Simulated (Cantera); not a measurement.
Input (Python, Cantera) and output of one run.

```python
import numpy as np
import cantera as ct

gas_names = """
    C CO CO2 C2 C2O C3 C3O2 C4 C5 Mg MgO Mg2 O O2 O3
""".split()
cond_names = """
    C(gr) Mg(cr) Mg(L) MgCO3(s) MgO(s) MgO(L)
""".split()


def load(file, names, dense=False):
    # The tables refer to 1 bar. Condensed volumes are neglected.
    table = {s.name: s for s in ct.Species.list_from_file(file)}
    out = []
    for n in names:
        d = dict(table[n].input_data)
        d["thermo"] = dict(d["thermo"], **{"reference-pressure": 1e5})
        if dense:
            d["equation-of-state"] = {"model": "constant-volume", "density": "1e6 g/cm^3"}
        out.append(ct.Species.from_dict(d))
    return out


gas = ct.Solution(thermo="ideal-gas", species=load("nasa_gas.yaml", gas_names))
cond = {s.name: ct.Solution(thermo="fixed-stoichiometry", species=[s], name=s.name)
        for s in load("nasa_condensed.yaml", cond_names, dense=True)}
atoms = {
    'MgO': {'Mg': 1, 'O': 1},
    'C': {'C': 1},
    'CO': {'C': 1, 'O': 1},
}
top_T = {'C(gr)': 4500}  # K; cautious upper limits of use, not melting points


def equilibrate(T, P, feed):
    n = {}
    for name, mol in feed.items():
        for a, k in atoms[name].items():
            n[a] = n.get(a, 0.0) + k * mol
    gas.TPX = T, P, n
    mass = sum(n.values()) * gas.mean_molecular_weight
    gas.equilibrate("TP")
    valid = [c for c in cond.values() if c.min_temp <= T <= top_T.get(c.name, c.max_temp)]
    mix = ct.Mixture([(gas, mass / gas.mean_molecular_weight)] + [(c, 0.0) for c in valid])
    mix.T, mix.P = T, P
    mix.equilibrate("TP", solver="vcs", rtol=1e-11, max_steps=5000)
    return mix


results = []
feed = {'MgO': 1, 'C': 1.9, 'CO': 0.74}  # mol
T = 1748.15  # K
P = 13332.2  # Pa
mix = equilibrate(T, P, feed)
results.append((T, P, feed, dict(zip(mix.species_names, mix.species_moles))))
x = sorted(zip(gas.X, gas.species_names), reverse=True)
print(f"T = {T:g} K  P = {P:g} Pa  gas = {mix.phase_moles(0):.4g} mol")
print("   x: " + "  ".join(f"{s} {v:.3e}" for v, s in x if v > 1e-05))
print("   condensed (mol): " + ("  ".join(f"{mix.phase(i).name} {mix.phase_moles(i):.4g}"
      for i in range(1, mix.n_phases) if mix.phase_moles(i) > 1e-12) or "none"))
```

Output:

```
T = 1748.15 K  P = 13332.2 Pa  gas = 0.8011 mol
   x: CO 9.618e-01  Mg 3.816e-02  CO2 1.269e-05
   condensed (mol): C(gr) 1.869  MgO(s) 0.9694
```

Cantera equilibrium calculation (NASA polynomials, part measured and part estimated; ideal gas, pure solids and liquids).
